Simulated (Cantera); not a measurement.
Gas mixture: 37.0 % CH₄, 63.0 % CO₂, at 0.000158 atm, frozen composition.

Cantera's kinetic-theory transport with the Lennard-Jones parameters of GRI-Mech 3.0, ideal gas; thermal conductivity in the multicomponent form. The composition is frozen, though it would react at the higher temperatures.

One state of this run: ρ (kg/m³) = 4.63e-5; cp (J/kg/K) = 2047; μ (µPa s) = 47.7; λ (mW/m/K) = 145; Pr = 0.672; D (cm²/s) C₂H₂ = 13500; D (cm²/s) N₂ = 16100; D (cm²/s) NO = 15800. D: mixture-averaged diffusion coefficient of that species in the mixture.

Problem. Which value of T (K) does it belong to?
A. 800
B. 1400
C. 600
D. 1000

Solution. B, 1400
